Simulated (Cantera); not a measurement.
A closed system holds: 1 mol BaF₂, a varied amount of H₂, equilibrated at 8.30e-5 bar.

Method: chemical equilibrium by Gibbs-energy minimisation in Cantera with the NASA 1993 tables (ideal gas, pure condensed phases). Candidate condensed phases: Ba, BaF₂; 14 gas species. Rates play no part.

Stable condensed phases, one row left out:

```
T in °C \ n(H₂) in mol
         2.4 3.6 5.3 7.9  12  18  26  39
   1675    A   A   A   A   A   A   A   A
   1625    A   A   A   A   A   A   A   A
   1575    A   A   A   A   A   A   A   A
   1525    A   A   A   A   A   A   A   A
   1475    A   A   A   A   A   A   A   A
   1425    A   A   A   A   A   A   A   A
   1375    A   A   A   A   A   A   A   A
   1325    A   A   A   A   A   A   A   A
   1275    A   A   A   A   A   A   A   A
   1225    A   A   A   A   A   A   A   A
   1175    B   B   B   A   A   A   A   A
   1125    B   B   B   B   B   B   A   A
   1025    B   B   B   B   B   B   B   B
```

A: gas only; B: BaF₂.

Q: Give the row for 1075 °C.

A: 2.4: BaF₂; 3.6: BaF₂; 5.3: BaF₂; 7.9: BaF₂; 12: BaF₂; 18: BaF₂; 26: BaF₂; 39: BaF₂.
